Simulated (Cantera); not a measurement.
Fe + O₂ + H₂ (metals in furnace atmospheres)

Feed: 1 mol Fe, 0.0042 mol O₂, 180 mol H₂, equilibrated at 1773 K and 10000 Pa.

These are equilibrium values from Cantera (NASA tables, ideal gas, pure condensed phases), not measurements of a reactor. Candidate condensed phases: Fe, FeO, Fe(OH)₂, Fe(OH)₃, Fe₂O₃, Fe₃O₄, H₂O; 12 gas species. Rates play no part.

| Quantity | Value |
|---|---|
| x(H₂) | 0.999 |
| x(H) | 0.000899 |
| x(Fe) | 0.000198 |
| x(H₂O) | 4.66e-5 |
| n(Fe(δ)) | 0.964 mol |
| gas amount | 180.1 mol |
